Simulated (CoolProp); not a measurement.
A single-stage vapour-compression cycle with R113: evaporating at 270.15 K (dew point), condensing at 325.15 K (bubble point), superheat 5 K, subcooling 8 K, compressor efficiency 0.7, no pressure losses. Each further row changes one setting.

Model: reference Helmholtz-energy equation of state, Marx 1992, in CoolProp.

```tsv
case	cooling COP	pressure ratio	discharge temperature (K)	refrigerating effect (kJ/kg)	volumetric capacity (kJ/m³)
as stated	2.95	9.01	339.3	120	128
evaporating temperature 275.15 K	3.38	7.07	337.6	123	165
condensing temperature 320.15 K	3.33	7.66	334.3	124	133
subcooling 13 K	3.07	9.01	339.3	124	133
superheat 15 K	2.99	9.01	350.3	126	130
compressor efficiency 0.6	2.53	9.01	348.8	120	128
```
